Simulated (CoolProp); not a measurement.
Values from CoolProp's reference Helmholtz-energy equation of state, Akasaka 2024.

### Question
For R1132(E), give the phase and the cp (kJ/(kg K)), cv (kJ/(kg K)), isothermal compressibility (1/MPa), expansivity (1/kK) at 126.85 °C and 0.929 MPa; 126.85 °C and 5.11 MPa.

### Answer
- 126.85 °C and 0.929 MPa: gas; cp 1.15, cv 0.991, isothermal compressibility 1.12, expansivity 2.88
- 126.85 °C and 5.11 MPa: gas; cp 1.51, cv 1.06, isothermal compressibility 0.265, expansivity 6.20
